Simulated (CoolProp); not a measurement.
Properties of R113 along the isotherm 500 K.

Computed with CoolProp (reference Helmholtz-energy equation of state, Marx 1992).

```
p (kPa)          phase  Joule-Thomson coefficient (K/MPa)  isothermal compressibility (1/MPa)
-------  -------------  ---------------------------------  ----------------------------------
53.6               gas                              8.373                               18.75
83.5               gas                              8.405                               12.07
130                gas                              8.454                               7.786
202                gas                              8.533                               5.045
315                gas                                  ?                               3.272
491                gas                              8.869                               2.138
764                gas                                  ?                               1.417
1190               gas                                  ?                              0.9625
1850               gas                                  ?                              0.6936
2890               gas                              14.36                              0.6115
4490     supercritical                              6.706                                   ?
7000     supercritical                                  ?                             0.03895
10900    supercritical                             0.5629                                   ?
17000    supercritical                             0.1265                            0.009137
```

Problem. Fill in the missing entries.

Solution. 
- 315, Joule-Thomson coefficient (K/MPa): 8.660
- 764, Joule-Thomson coefficient (K/MPa): 9.221
- 1190, Joule-Thomson coefficient (K/MPa): 9.854
- 1850, Joule-Thomson coefficient (K/MPa): 11.11
- 4490, isothermal compressibility (1/MPa): 0.2937
- 7000, Joule-Thomson coefficient (K/MPa): 1.527
- 10900, isothermal compressibility (1/MPa): 0.01686
